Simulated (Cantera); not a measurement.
## Diamond growth

A diamond (100) surface in a fixed gas of H2 with x(CH4) = 0.013, x(CH3) = 0.00096, at 1100 K, 0.0197 atm; coverages are run to steady state.

Computed with Cantera and the Harris–Goodwin 1993 mechanism for the reconstructed diamond (100) surface.

| x(H) | growth (µm/h) | θ c6HH | θ c6H* | θ c6*H | θ c6** | θ c6HM |
|---|---|---|---|---|---|---|
| 0.0001 | 0.263 | 0.562 | 0.0215 | 0.341 | 0.00287 | 0.0405 |
| 0.00026 | 0.728 | 0.510 | 0.0238 | 0.378 | 0.00623 | 0.0479 |
| 0.00067 | 1.78 | 0.487 | 0.0249 | 0.394 | 0.0104 | 0.0513 |
| 0.0017 | 3.82 | 0.481 | 0.0255 | 0.405 | 0.0138 | 0.0476 |
| 0.0045 | 7.15 | 0.487 | 0.0263 | 0.416 | 0.0161 | 0.0355 |
| 0.012 | 10.7 | 0.496 | 0.0270 | 0.428 | 0.0175 | 0.0204 |
| 0.03 | 13.1 | 0.504 | 0.0276 | 0.435 | 0.0182 | 0.0101 |
| 0.077 | 14.4 | 0.508 | 0.0281 | 0.439 | 0.0185 | 0.00433 |
| 0.2 | 15.0 | 0.509 | 0.0287 | 0.441 | 0.0188 | 0.00174 |
θ: site fractions in the mechanism's names (c6HH fully hydrogenated, c6H* and c6*H radical sites, c6** diradical, c6HM methylated).
